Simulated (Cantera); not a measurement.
A closed system holds: 1 mol TiO2, 2.5 mol Al2O3, 0.21 mol O2, held at 1450 K and 1.60 mbar.

Equilibrium computed with Cantera from the NASA thermochemical tables; the gas is ideal and each condensed phase is pure. Candidate condensed phases: Al, Al2O3, Ti, TiO, TiO2, Ti2O3, Ti3O5, Ti4O7; 12 gas species. Mutual solubility and eutectic melting of coexisting phases are not modelled. Condensed phases not in the tables: mixed aluminates and titanates, alloys, solid solutions and most ternary compounds. Kinetics and transport are ignored.

Q: What is the equilibrium state?

A: 
```json
{
  "x(O2)": "1.000",
  "x(O)": "5.02e-5",
  "n(Al2O3(s))": "2.50 mol",
  "n(TiO2(rutile))": "1.00 mol",
  "gas_amount": "0.2100 mol",
  "log10 activity of Ti4O7(s) (absent)": "-6.59",
  "log10 activity of Ti3O5(s) (absent)": "-6.74",
  "log10 activity of Ti2O3(s) (absent)": "-7.24"
}
```
